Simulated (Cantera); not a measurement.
**Adiabatic ignition**

An adiabatic, constant-volume homogeneous reactor starts with 11.3 % CH₄, 15.0 % O₂, 56.7 % N₂, 17.0 % H₂O, at 1148 K and 1.60 bar.

Detailed kinetics in Cantera: GRI-Mech 3.0 (53 species, 325 reactions).

```
t (s)     T (K)  P (bar)     x CH₄      x O₂  x H₂O      x CO    x C₂H₆       x O
--------  -----  -------  --------  --------  -----  --------  --------  --------
5.00e-6    1148     1.60     0.113     0.150  0.170    <1e-12    <1e-12    <1e-12
1.10e-5    1148     1.60     0.113     0.150  0.170    <1e-12    <1e-12    <1e-12
2.41e-5    1148     1.60     0.113     0.150  0.170    <1e-12    <1e-12  1.62e-12
5.28e-5    1148     1.60     0.113     0.150  0.170    <1e-12  1.46e-12  3.09e-12
0.000116   1148     1.60     0.113     0.150  0.170    <1e-12  1.64e-11  6.57e-12
0.000254   1148     1.60     0.113     0.150  0.170  8.86e-12  2.03e-10  1.56e-11
0.000558   1148     1.60     0.113     0.150  0.170  1.17e-10   3.07e-9  4.29e-11
0.00122    1148     1.60     0.113     0.150  0.170   1.98e-9   5.95e-8  1.34e-10
0.00269    1148     1.60     0.113     0.150  0.170   3.77e-8   9.15e-7  3.07e-10
0.00590    1148     1.60     0.113     0.150  0.170   4.35e-7   5.07e-6  3.89e-10
0.0129     1148     1.60     0.113     0.150  0.170   3.34e-6   1.71e-5  5.07e-10
0.0284     1150     1.60     0.113     0.150  0.170   2.51e-5   5.90e-5  8.76e-10
0.0623     1157     1.61     0.112     0.149  0.171  0.000285  0.000289   3.19e-9
0.137      2554     3.85  3.69e-12  0.000222  0.287    0.0655    <1e-12  0.000144
0.300      2554     3.85  3.69e-12  0.000222  0.287    0.0655    <1e-12  0.000144
```
x: mole fraction; the columns are a selection and need not sum to one.

The time of steepest temperature rise comes out as 0.101 s and the temperature at 0.300 s is 2554 K. The equilibrium temperature is 2554 K, the x(CH₄) at 0.300 s is 3.69e-12 (gas-phase equilibrium 4.24e-12) and the x(O₂) at 0.300 s comes out as 0.000222 (gas-phase equilibrium 0.000222). The x(H₂O) at 0.300 s is 0.287 (gas-phase equilibrium 0.287).
